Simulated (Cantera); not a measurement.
Input (Python, Cantera) and output of one run.

```python
import numpy as np
import cantera as ct

gas_names = [...]  # 130 gases of nasa_gas.yaml made of C, H, Mg, O, S
cond_names = """
    C(gr) C6H6(L) C7H8(L) C8H18(L),n-octa H2O(s) H2O(L) H2SO4(L) Mg(cr) Mg(L) MgCO3(s) MgO(s) MgO(L)
    MgO2H2(s) MgS(s) MgSO4(s) MgSO4(L) S(cr1) S(cr2) S(L)
""".split()


# ... load() reads the species with a 1 bar reference pressure and builds the phases ...
atoms = {
    'MgSO4': {'Mg': 1, 'S': 1, 'O': 4},
    'C': {'C': 1},
    'H2O': {'H': 2, 'O': 1},
}
top_T = {'C(gr)': 4500, 'MgS(s)': 2250}  # K; cautious upper limits of use, not melting points


# ... equilibrate(T, P, feed) seeds the gas with the atoms and calls Mixture.equilibrate('TP', solver="vcs", rtol=1e-11, max_steps=5000) ...
results = []
feed = {'MgSO4': 1, 'C': 0.13, 'H2O': 2.6}  # mol
T = 2173  # K
for P in [10, 100, 1000, 10000, 100000, 1000000]:
    mix = equilibrate(T, P, feed)
    results.append((T, P, feed, dict(zip(mix.species_names, mix.species_moles))))
    x = sorted(zip(gas.X, gas.species_names), reverse=True)
    print(f"T = {T:g} K  P = {P:g} Pa  gas = {mix.phase_moles(0):.4g} mol")
    print("   x: " + "  ".join(f"{s} {v:.3e}" for v, s in x if v > 1e-06))
    print("   condensed (mol): " + ("  ".join(f"{mix.phase(i).name} {mix.phase_moles(i):.4g}"
          for i in range(1, mix.n_phases) if mix.phase_moles(i) > 1e-12) or "none"))
```

Output:

```
T = 2173 K  P = 10 Pa  gas = 6.913 mol
   x: H2O 2.285e-01  Mg 1.422e-01  O2 1.417e-01  SO2 1.230e-01  H 1.166e-01  O 8.558e-02  OH 6.111e-02  H2 5.837e-02  SO 2.055e-02  CO 1.072e-02  CO2 8.084e-03  MgO 1.783e-03  S 1.025e-03  MgOH 6.488e-04  SH 2.790e-05  MgO2H2 1.214e-05  MgH 5.884e-06  MgS 1.859e-06  SO3 1.667e-06  S2 1.288e-06
   condensed (mol): none
T = 2173 K  P = 100 Pa  gas = 4.57 mol
   x: H2O 4.840e-01  SO2 2.060e-01  O2 1.064e-01  OH 4.656e-02  H2 4.512e-02  H 3.241e-02  O 2.345e-02  CO2 1.917e-02  Mg 1.371e-02  SO 1.256e-02  CO 9.278e-03  MgOH 4.764e-04  MgO 4.709e-04  S 2.286e-04  MgO2H2 6.789e-05  SH 1.730e-05  SO3 7.646e-06  MgH 1.577e-06  HO2 1.271e-06
   condensed (mol): MgO(s) 0.9327
T = 2173 K  P = 1000 Pa  gas = 4.226 mol
   x: H2O 5.797e-01  SO2 2.318e-01  O2 9.279e-02  OH 2.769e-02  CO2 2.643e-02  H2 1.830e-02  O 6.925e-03  H 6.528e-03  SO 4.783e-03  CO 4.332e-03  Mg 4.641e-04  MgOH 9.594e-05  MgO2H2 8.130e-05  MgO 4.709e-05  S 2.949e-05  SO3 2.540e-05  SH 4.496e-06  HO2 2.232e-06
   condensed (mol): MgO(s) 0.9971
T = 2173 K  P = 10000 Pa  gas = 4.144 mol
   x: H2O 6.125e-01  SO2 2.396e-01  O2 8.922e-02  CO2 2.980e-02  OH 1.585e-02  H2 6.236e-03  O 2.147e-03  SO 1.595e-03  CO 1.575e-03  H 1.205e-03  MgO2H2 8.591e-05  SO3 8.144e-05  MgOH 1.771e-05  Mg 1.497e-05  MgO 4.709e-06  HO2 3.962e-06  S 3.170e-06
   condensed (mol): MgO(s) 0.9995
T = 2173 K  P = 100000 Pa  gas = 4.117 mol
   x: H2O 6.248e-01  SO2 2.421e-01  O2 8.873e-02  CO2 3.106e-02  OH 8.989e-03  H2 2.017e-03  O 6.772e-04  CO 5.205e-04  SO 5.110e-04  SO3 2.595e-04  H 2.167e-04  MgO2H2 8.763e-05  HO2 7.086e-06  MgOH 3.185e-06
   condensed (mol): MgO(s) 0.9996
T = 2173 K  P = 1e+06 Pa  gas = 4.106 mol
   x: H2O 6.299e-01  SO2 2.426e-01  O2 8.881e-02  CO2 3.149e-02  OH 5.077e-03  SO3 8.224e-04  H2 6.427e-04  O 2.142e-04  CO 1.668e-04  SO 1.618e-04  MgO2H2 8.834e-05  H 3.869e-05  HO2 1.266e-05  H2O2 1.924e-06
   condensed (mol): MgO(s) 0.9996
```

Cantera equilibrium calculation (NASA polynomials, part measured and part estimated; ideal gas, pure solids and liquids).
